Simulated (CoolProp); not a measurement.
1,2-dichloroethane along the isotherm 226.85 °C: Z from the reference equation and from simpler models built on Tc = 288.4 °C, pc = 5226 kPa, ω = 0.269; each cubic takes its own stable root.

Model: reference Helmholtz-energy equation of state, Thol 2015, in CoolProp.

```json
[
 {"p (kPa)": "8.26", "phase": "gas", "reference": "0.9992", "van der Waals": "0.9994", "Redlich-Kwong": "0.9993", "Soave-Redlich-Kwong": "0.9992", "Peng-Robinson": "0.9991"},
 {"p (kPa)": "12.1", "phase": "gas", "reference": "0.9988", "van der Waals": "0.9991", "Redlich-Kwong": "0.9989", "Soave-Redlich-Kwong": "0.9988", "Peng-Robinson": "0.9987"},
 {"p (kPa)": "17.8", "phase": "gas", "reference": "0.9983", "van der Waals": "0.9987", "Redlich-Kwong": "0.9984", "Soave-Redlich-Kwong": "0.9983", "Peng-Robinson": "0.9982"},
 {"p (kPa)": "26.1", "phase": "gas", "reference": "0.9975", "van der Waals": "0.9980", "Redlich-Kwong": "0.9976", "Soave-Redlich-Kwong": "0.9975", "Peng-Robinson": "0.9973"},
 {"p (kPa)": "38.4", "phase": "gas", "reference": "0.9963", "van der Waals": "0.9971", "Redlich-Kwong": "0.9965", "Soave-Redlich-Kwong": "0.9963", "Peng-Robinson": "0.9960"},
 {"p (kPa)": "56.3", "phase": "gas", "reference": "0.9945", "van der Waals": "0.9958", "Redlich-Kwong": "0.9949", "Soave-Redlich-Kwong": "0.9946", "Peng-Robinson": "0.9942"},
 {"p (kPa)": "82.6", "phase": "gas", "reference": "0.9919", "van der Waals": "0.9938", "Redlich-Kwong": "0.9925", "Soave-Redlich-Kwong": "0.9921", "Peng-Robinson": "0.9914"},
 {"p (kPa)": "121", "phase": "gas", "reference": "0.9882", "van der Waals": "0.9909", "Redlich-Kwong": "0.9889", "Soave-Redlich-Kwong": "0.9884", "Peng-Robinson": "0.9874"},
 {"p (kPa)": "178", "phase": "gas", "reference": "0.9825", "van der Waals": "0.9865", "Redlich-Kwong": "0.9837", "Soave-Redlich-Kwong": "0.9828", "Peng-Robinson": "0.9814"},
 {"p (kPa)": "261", "phase": "gas", "reference": "0.9742", "van der Waals": "0.9801", "Redlich-Kwong": "0.9759", "Soave-Redlich-Kwong": "0.9747", "Peng-Robinson": "0.9725"},
 {"p (kPa)": "384", "phase": "gas", "reference": "0.9616", "van der Waals": "0.9704", "Redlich-Kwong": "0.9642", "Soave-Redlich-Kwong": "0.9624", "Peng-Robinson": "0.9593"},
 {"p (kPa)": "563", "phase": "gas", "reference": "0.9428", "van der Waals": "0.9561", "Redlich-Kwong": "0.9469", "Soave-Redlich-Kwong": "0.9441", "Peng-Robinson": "0.9395"},
 {"p (kPa)": "826", "phase": "gas", "reference": "0.9140", "van der Waals": "0.9343", "Redlich-Kwong": "0.9205", "Soave-Redlich-Kwong": "0.9162", "Peng-Robinson": "0.9095"},
 {"p (kPa)": "1210", "phase": "gas", "reference": "0.8690", "van der Waals": "0.9006", "Redlich-Kwong": "0.8796", "Soave-Redlich-Kwong": "0.8727", "Peng-Robinson": "0.8630"},
 {"p (kPa)": "1780", "phase": "gas", "reference": "0.7927", "van der Waals": "0.8456", "Redlich-Kwong": "0.8123", "Soave-Redlich-Kwong": "0.8001", "Peng-Robinson": "0.7861"},
 {"p (kPa)": "2610", "phase": "liquid", "reference": "0.07137", "van der Waals": "0.7482", "Redlich-Kwong": "0.6889", "Soave-Redlich-Kwong": "0.08634", "Peng-Robinson": "0.07618"}
]
```

At some of these states van der Waals, Redlich-Kwong gives the other phase, because its saturation line lies elsewhere.
